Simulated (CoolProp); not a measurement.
Vapour-liquid equilibrium of acetone (1) + water (2) at 458.9 K; x and y are mole fractions of (1).

The numbers come from the multi-fluid Helmholtz-energy mixture model, Lemmon 2006 and Wagner 2002; pair parameters Bell 2016 in CoolProp.

```json
[
 {"x": "0.05", "bubble pressure, mixture model (kPa)": "1339", "bubble pressure, Raoult's law (kPa)": "1195", "y, mixture model": "0.174", "y, Raoult's law": "0.091"},
 {"x": "0.2", "bubble pressure, mixture model (kPa)": "1729", "bubble pressure, Raoult's law (kPa)": "1351", "y, mixture model": "0.420", "y, Raoult's law": "0.323"},
 {"x": "0.35", "bubble pressure, mixture model (kPa)": "1928", "bubble pressure, Raoult's law (kPa)": "1507", "y, mixture model": "0.530", "y, Raoult's law": "0.507"},
 {"x": "0.5", "bubble pressure, mixture model (kPa)": "2051", "bubble pressure, Raoult's law (kPa)": "1663", "y, mixture model": "0.611", "y, Raoult's law": "0.657"},
 {"x": "0.65", "bubble pressure, mixture model (kPa)": "2136", "bubble pressure, Raoult's law (kPa)": "1820", "y, mixture model": "0.700", "y, Raoult's law": "0.780"},
 {"x": "0.8", "bubble pressure, mixture model (kPa)": "2186", "bubble pressure, Raoult's law (kPa)": "1976", "y, mixture model": "0.811", "y, Raoult's law": "0.884"},
 {"x": "0.95", "bubble pressure, mixture model (kPa)": "2192", "bubble pressure, Raoult's law (kPa)": "2132", "y, mixture model": "0.949", "y, Raoult's law": "0.973"}
]
```

The largest gap from Raoult's law is +28.0 % in bubble pressure, at x = 0.2. y crosses x between x = 0.8 and 0.95: the model has an azeotrope there.

Pair parameters are fitted to limited data, so mixtures are less certain than the pure fluids.
